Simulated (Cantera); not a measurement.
Cantera run:

```python
import numpy as np
import cantera as ct

gas_names = """
    B BCL BCL2 BCL3 BH BH2 BH3 BN B2 CL CL2 H HCL H2 N NH NH2 NH3 N2 N2H2 N2H4
""".split()
cond_names = """
    B(b) B(L) BN(s) NH4CL(a) NH4CL(b)
""".split()


# ... load() reads the species with a 1 bar reference pressure and builds the phases ...
atoms = {
    'BCl3': {'B': 1, 'CL': 3},
    'NH3': {'N': 1, 'H': 3},
    'H2': {'H': 2},
}
top_T = {'BN(s)': 3200}  # K; cautious upper limits of use, not melting points


# ... equilibrate(T, P, feed) seeds the gas with the atoms and calls Mixture.equilibrate('TP', solver="vcs", rtol=1e-11, max_steps=5000) ...
results = []
feed = {'BCl3': 1, 'NH3': 17, 'H2': 9.4}  # mol
T = 1050  # K
P = 23  # Pa
mix = equilibrate(T, P, feed)
results.append((T, P, feed, dict(zip(mix.species_names, mix.species_moles))))
print(gas.report(threshold=0.0001))
for i in range(1, mix.n_phases):
    print(f"{mix.phase(i).name:16s} {mix.phase_moles(i):12.5e} mol")
```

Output:

```
       temperature   1050 K
          pressure   23 Pa
           density   2.3783e-05 kg/m^3
  mean mol. weight   9.0275 kg/kmol
   phase of matter   gas

                          1 kg             1 kmol
                     ---------------   ---------------
          enthalpy        1.7896e+06        1.6156e+07  J
   internal energy        8.2258e+05        7.4258e+06  J
           entropy             28607        2.5825e+05  J/K
    Gibbs function       -2.8247e+07         -2.55e+08  J
 heat capacity c_p            3429.6             30960  J/K
 heat capacity c_v            2508.6             22646  J/K

                      mass frac. Y      mole frac. X     chem. pot. / RT
                     ---------------   ---------------   ---------------
               HCL           0.27288          0.067568           -46.048
                H2           0.16799           0.75225            -26.29
                N2           0.55913           0.18018            -35.08
     [  +18 minor]         2.928e-07        5.3202e-07

B(b)              0.00000e+00 mol
BN(s)             1.00000e+00 mol
```

Cantera equilibrium calculation (NASA polynomials, part measured and part estimated; ideal gas, pure solids and liquids).
